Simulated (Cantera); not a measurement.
A closed system holds: 1 mol Ti, 13 mol H2, held at 1652 °C and 10.0 mbar.

These are equilibrium values from Cantera (NASA tables, ideal gas, pure condensed phases), not measurements of a reactor. Candidate condensed phases: Ti; 3 gas species. The numbers say what is thermodynamically allowed, not how fast it happens.

**Question.** What is the equilibrium state?

**Answer.** x(H2): 0.990
x(H): 0.00951
x(Ti): 0.000352
n(Ti(β)): 0.995 mol
gas amount: 13.07 mol
